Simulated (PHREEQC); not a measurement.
Solution (25 °C): 0.033 mol/kgw H2SeO4 and 0.0032 mol/kgw CaCl2. Closed to the air; pH follows from the charge balance.

All values are PHREEQC results (ion-association model, wateq4f.dat), not measurements.

* **pH**: 1.38
* **ionic strength**: 0.0762 mol/kgw
* **total alkalinity**: -66.0 meq/kg

```tsv
species	molality	activity	log γ
H+	0.0498	0.0417	-0.078
SeO4-2	0.0168	0.00677	-0.395
HSeO4-	0.0162	0.0129	-0.099
Cl-	0.00640	0.00502	-0.106
Ca+2	0.00320	0.00135	-0.375
```

No solid was allowed to form. Species that the database lacks are ignored.
